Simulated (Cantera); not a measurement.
Gas mixture: CO = 0.59 (molar parts), at 0.000444 atm, frozen composition.

Cantera's kinetic-theory transport with the Lennard-Jones parameters of GRI-Mech 3.0, ideal gas; thermal conductivity in the multicomponent form.

One state of this run: ρ (kg/m³) = 9.47e-5; cp (J/kg/K) = 1267; μ (µPa s) = 55.4; λ (mW/m/K) = 98.2; Pr = 0.714; D (cm²/s) CO2 = 6390; D (cm²/s) NH3 = 9740; D (cm²/s) CH4 = 8690. D: mixture-averaged diffusion coefficient of that species in the mixture.

Q: Which value of T (K) does it belong to?
A. 800
B. 1600
C. 1200
D. 1000

A: B, 1600
